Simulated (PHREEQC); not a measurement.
# Ultrapure water in contact with air or piping: speciation

Synthetic water in mg/kgw, 20 °C, pH 6.68, pe 9.5:

```tsv
constituent	mg/kgw
Na	0.0197
K	0.00213
Ca	0.00585
Mg	0.00546
Cl	0.0064
S(6) as SO4	0.0339
Alkalinity as HCO3	0.0501
Li	0.00013
F	0.000105
B	0.000292
Br	0.000465
Zn	0.000355
```

Valence states are taken as typed.

Equilibrium calculation in PHREEQC: ion-association model, phreeqc.dat.

```yaml
ionic_strength: 2.64e-6 mol/kgw
charge_balance_error: -1.0 %
```

```csv
species,molality,activity,log γ
HCO3-,9.97e-7,9.95e-7,-0.001
Na+,8.57e-7,8.55e-7,-0.001
CO2,5.01e-7,5.01e-7,0.000
SO4-2,3.53e-7,3.50e-7,-0.003
Mg+2,2.25e-7,2.23e-7,-0.003
H+,2.09e-7,2.09e-7,-0.001
Cl-,1.81e-7,1.80e-7,-0.001
Ca+2,1.46e-7,1.45e-7,-0.003
K+,5.45e-8,5.44e-8,-0.001
OH-,3.28e-8,3.28e-8,-0.001
```

This is a speciation only: nothing precipitates in the calculation. Species that the database lacks are ignored. Real BF4- forms and hydrolyses slowly; the run takes it at equilibrium.
